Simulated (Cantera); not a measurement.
Cantera run:

```python
import numpy as np
import cantera as ct

gas_names = """
    H HNO HNO2 HNO3 HO2 H2 H2O H2O2 N NH NH2 NH3 NH2OH NO NO2 NO3 N2 N2H2 N2H4 N2O O OH O2 O3
""".split()
cond_names = """
    H2O(s) H2O(L)
""".split()


# ... load() reads the species with a 1 bar reference pressure and builds the phases ...
atoms = {
    'N2O': {'N': 2, 'O': 1},
    'H2O': {'H': 2, 'O': 1},
    'N2': {'N': 2},
}
top_T = {}  # K; cautious upper limits of use, not melting points


# ... equilibrate(T, P, feed) seeds the gas with the atoms and calls Mixture.equilibrate('TP', solver="vcs", rtol=1e-11, max_steps=5000) ...
results = []
T = 2550  # K
P = 39  # Pa
for m in [2, 3.3, 5.3, 8.6, 14, 23, 37]:
    feed = {'N2O': 1, 'H2O': 5.7, 'N2': m}  # mol
    mix = equilibrate(T, P, feed)
    results.append((T, P, feed, dict(zip(mix.species_names, mix.species_moles))))

top = {s: max(r[3][s] / sum(r[3][g] for g in gas_names) for r in results) for s in gas_names}
cols = sorted((s for s in top if top[s] > 0.001), key=lambda s: -top[s])[:9]
seen = [c for c in cond_names if any(r[3].get(c, 0) > 1e-12 for r in results)]
print("log10 of partial pressures in bar; condensed amounts in mol")
print(f"{'n(N2)':>10s}" + "".join(f"{s[:9]:>10s}" for s in cols + seen))
for T, P, feed, n in results:
    ng = sum(n[g] for g in gas_names)
    print(f"{feed['N2']:10.4g}" + "".join(f"{np.log10(max(n[s] / ng * P / 1e5, 1e-99)):10.3f}" for s in cols)
          + "".join(f"{n.get(c, 0):10.4g}" for c in seen))
```

Output:

```
log10 of partial pressures in bar; condensed amounts in mol
     n(N2)        N2         H         O        H2        OH        O2       H2O        NO
         2    -4.167    -3.796    -4.098    -4.580    -4.697    -4.729    -4.822    -5.658
       3.3    -4.046    -3.820    -4.122    -4.629    -4.745    -4.777    -4.895    -5.622
       5.3    -3.929    -3.855    -4.155    -4.697    -4.813    -4.843    -4.996    -5.596
       8.6    -3.815    -3.904    -4.203    -4.796    -4.910    -4.939    -5.143    -5.587
        14    -3.714    -3.973    -4.269    -4.933    -5.044    -5.070    -5.345    -5.602
        23    -3.628    -4.064    -4.356    -5.116    -5.223    -5.244    -5.616    -5.647
        37    -3.563    -4.173    -4.461    -5.335    -5.437    -5.454    -5.939    -5.719
```

Equilibrium computed with Cantera from the NASA thermochemical tables; the gas is ideal and each condensed phase is pure.
